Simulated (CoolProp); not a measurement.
A simple Rankine cycle with hexamethyldisiloxane (MM): condensing at 324.15 K, boiler at 0.218 MPa, turbine inlet 417.5 K, turbine efficiency 0.8, pump efficiency 0.7, no recuperator. Each further row changes one setting.

Model: reference Helmholtz-energy equation of state, Thol 2016, in CoolProp.

```
case                             thermal efficiency (%)  net work (kJ/kg)  heat in (kJ/kg)  turbine exit temperature (K)  volume ratio over the turbine
-------------------------------  ----------------------  ----------------  ---------------  ----------------------------  -----------------------------
as stated                                          10.6                 ?              367                         391.7                           12.2
turbine inlet 437.5 K                              10.1              41.0              405                             ?                           12.1
condensing temperature 316.15 K                    11.5              44.1                ?                             ?                           17.1
boiler pressure 0.153 MPa                           9.2              33.9              370                         396.0                           8.40
turbine efficiency 0.7                              9.2              33.9              367                         394.5                           12.3
```

Fill in the missing entries.


- as stated, net work (kJ/kg): 38.8
- turbine inlet 437.5 K, turbine exit temperature (K): 411.8
- condensing temperature 316.15 K, heat in (kJ/kg): 383
- condensing temperature 316.15 K, turbine exit temperature (K): 388.6
